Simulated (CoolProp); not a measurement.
A Linde-Hampson liquefier for ethylene: isothermal reversible compression at 320 K from 1 atm to 30 MPa, throttling to 1 atm, return gas leaving the recuperator 10 K below the feed. Each further row changes one setting.

Model: reference Helmholtz-energy equation of state, Smukala 2000, in CoolProp.

```json
[
 {"case": "as stated", "liquid yield per pass": "0.416", "compression work (kJ/kg of gas)": "444"},
 {"case": "high pressure 60 MPa", "liquid yield per pass": "0.396", "compression work (kJ/kg of gas)": "513"},
 {"case": "warm-end temperature 350 K", "liquid yield per pass": "0.342", "compression work (kJ/kg of gas)": "512"},
 {"case": "warm-end gap 15 K", "liquid yield per pass": "0.409", "compression work (kJ/kg of gas)": "444"}
]
```
